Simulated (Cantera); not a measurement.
Charge: 1 mol borazine, 3.1 mol O2, held at 1198.15 K and 0.100 bar.

These are equilibrium values from Cantera (NASA tables, ideal gas, pure condensed phases), not measurements of a reactor. Candidate condensed phases: B, BN, B2O3, B3O3H3, H2O; 39 gas species. The feed counts by its element totals alone. Gases not in the tables: H3BO3. Kinetics and transport are ignored.

Base state: H2O 0.376, N2 0.333, H2 0.289, HBO2 0.00157, (HBO2)3 0.000856 (mole fractions); condensed: B2O3(l).

Problem. What changes in the equilibrium state with this change: pressure from 0.100 bar to 0.290 bar?

Solution. 
| species | before | after |
|---|---|---|
| H2O | 0.376 | 0.375 |
| N2 | 0.333 | 0.333 |
| H2 | 0.289 | 0.289 |
| HBO2 | 0.00157 | 0.000921 |
| (HBO2)3 | 0.000856 | 0.00146 |
| B2O3(l), mol | 1.49 | 1.49 |
